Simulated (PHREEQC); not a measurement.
A solution holds 10 mmol/kgw Cu(BF4)2, 5 mmol/kgw HNO3 and 170 mmol/kgw H3BO3, at 20 °C. It is in equilibrium with CO2 at log p = -3.5 (atm). Otherwise closed; pH follows from the charge balance.

All values are PHREEQC results (ion-association model, phreeqc.dat), not measurements.

Precipitation was switched off in this run.

Problem. Order these B species by the share of B that they hold, largest first: H3BO3, BF2(OH)2-, BF4-, BF3OH-.

Solution. H3BO3 (89 %), BF4- (8.4 %), BF3OH- (1.7 %), BF2(OH)2- (1.1 %)

Problem. Order these F species by the share of F that they hold, largest first: HF, BF4-, BF3OH-, F-, BF2(OH)2-.

Solution. BF4- (80 %), BF3OH- (12 %), BF2(OH)2- (5.4 %), HF (2.1 %), F- (0.32 %)

The pH is 2.24 and the ionic strength 0.0366 mol/kgw. Real BF4- forms and hydrolyses slowly; the run takes it at equilibrium.
